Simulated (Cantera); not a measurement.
What does this Cantera script print?

```python
import numpy as np
import cantera as ct

gas = ct.Solution("gri30.yaml")
gas.TPX = 1473, 37000, {'CO': 1, 'H2': 1.2, 'CH4': 0.051, 'O2': 2.7, 'N2': 10.2}
reactor = ct.IdealGasReactor(gas, energy="on", clone=False)
net = ct.ReactorNet([reactor])
net.rtol, net.atol = 1e-08, 1e-16
show = ['CO', 'H2', 'CH4', 'H', 'HO2', 'OH']
times = np.geomspace(6e-06, 0.5, 10)

steps = ct.SolutionArray(gas, extra=["t"])
rows = []
print(f"{'t/s':>10s}{'T/K':>9s}{'P/Pa':>11s}" + "".join(f"{s:>11s}" for s in show))
for t in times:
    while net.time < t:
        t_next = net.step()
        steps.append(gas.state, t=t_next)
    rows.append([np.interp(t, steps.t, y) for y in (steps.T, steps.P, *steps(*show).X.T)])
    print(f"{t:10.3e}{rows[-1][0]:9.1f}{rows[-1][1]:11.4g}" + "".join(f"{x:11.3e}" for x in rows[-1][2:]))
rate = np.gradient(steps.T, steps.t)
print("integrator steps:", len(steps.t))
if steps.T.max() > steps.T[0] + 200:
    print(f"time of steepest temperature rise: {steps.t[rate.argmax()]:.4e} s")
gas.TPX = 1473, 37000, {'CO': 1, 'H2': 1.2, 'CH4': 0.051, 'O2': 2.7, 'N2': 10.2}
gas.equilibrate("UV")
print(f"equilibrium (UV): T = {gas.T:.1f} K  " + "  ".join(f"{s} {gas[s].X[0]:.3e}" for s in show))
```

Result:

```
       t/s      T/K       P/Pa         CO         H2        CH4          H        HO2         OH
 6.000e-06   1473.0    3.7e+04  6.600e-02  7.920e-02  3.366e-03  2.510e-07  1.455e-07  9.129e-08
 2.113e-05   1473.0    3.7e+04  6.600e-02  7.917e-02  3.363e-03  1.391e-05  7.249e-07  5.375e-06
 7.442e-05   1657.1  4.148e+04  5.237e-02  7.440e-03  4.146e-11  2.797e-02  1.299e-05  1.013e-02
 2.621e-04   2103.3  5.132e+04  2.528e-02  7.062e-03  3.279e-18  1.538e-02  6.144e-06  1.700e-02
 9.230e-04   2490.6  5.931e+04  1.567e-02  3.369e-03  1.505e-18  3.471e-03  5.823e-06  1.632e-02
 3.250e-03   2561.2  6.069e+04  1.247e-02  2.569e-03  1.834e-18  2.154e-03  7.727e-06  1.486e-02
 1.145e-02   2551.5  6.042e+04  1.214e-02  2.509e-03  1.714e-18  2.042e-03  7.374e-06  1.435e-02
 4.031e-02   2544.7  6.023e+04  1.191e-02  2.467e-03  1.633e-18  1.967e-03  7.133e-06  1.400e-02
 1.420e-01   2544.4  6.022e+04  1.190e-02  2.466e-03  1.630e-18  1.964e-03  7.123e-06  1.399e-02
 5.000e-01   2544.4  6.022e+04  1.190e-02  2.466e-03  1.630e-18  1.964e-03  7.123e-06  1.399e-02
integrator steps: 1492
time of steepest temperature rise: 5.1056e-05 s
equilibrium (UV): T = 2544.4 K  CO 1.190e-02  H2 2.466e-03  CH4 2.408e-18  H 1.964e-03  HO2 7.123e-06  OH 1.399e-02
```

Detailed kinetics in Cantera: GRI-Mech 3.0 (53 species, 325 reactions).
